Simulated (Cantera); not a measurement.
Si + Cl2 + H2 (chlorosilane synthesis and conversion)

Input: 1 mol Si, 0.92 mol Cl2, 0.22 mol H2, equilibrated at 100 Torr.

Equilibrium computed with Cantera from the NASA thermochemical tables; the gas is ideal and each condensed phase is pure. Candidate condensed phases: Si; 19 gas species. The tables' values for SiCl3 are old estimates; treat these amounts as uncertain. Equilibrium is a limit: real reactors are often held back by kinetics, nucleation or transport.

| T (K) | x SiCl4 | x H2 | x SiHCl3 | x HCl | x SiCl3 | n Si(s) |
|---|---|---|---|---|---|---|
| 725 | 0.627 | 0.287 | 0.0838 | 0.000664 | 5.57e-5 | 0.526 |
| 750 | 0.628 | 0.288 | 0.0828 | 0.000986 | 9.98e-5 | 0.526 |
| 775 | 0.628 | 0.288 | 0.0819 | 0.00143 | 0.000172 | 0.526 |
| 800 | 0.628 | 0.288 | 0.0810 | 0.00202 | 0.000286 | 0.527 |
| 825 | 0.628 | 0.288 | 0.0801 | 0.00279 | 0.000462 | 0.527 |
| 850 | 0.628 | 0.287 | 0.0792 | 0.00378 | 0.000724 | 0.527 |
| 875 | 0.628 | 0.287 | 0.0783 | 0.00504 | 0.00111 | 0.527 |
| 900 | 0.627 | 0.286 | 0.0774 | 0.00659 | 0.00165 | 0.528 |
| 925 | 0.626 | 0.286 | 0.0764 | 0.00850 | 0.00240 | 0.528 |
| 950 | 0.624 | 0.284 | 0.0754 | 0.0108 | 0.00342 | 0.528 |
| 975 | 0.622 | 0.283 | 0.0744 | 0.0135 | 0.00479 | 0.528 |
| 1000 | 0.619 | 0.281 | 0.0733 | 0.0168 | 0.00658 | 0.529 |
| 1025 | 0.615 | 0.279 | 0.0721 | 0.0205 | 0.00889 | 0.529 |
| 1050 | 0.610 | 0.277 | 0.0708 | 0.0248 | 0.0118 | 0.529 |
x: gas mole fraction; n: condensed amount in mol.

From 725 K to 1050 K the condensed part is Si(s). The main Si-bearing gas is SiCl4 throughout.
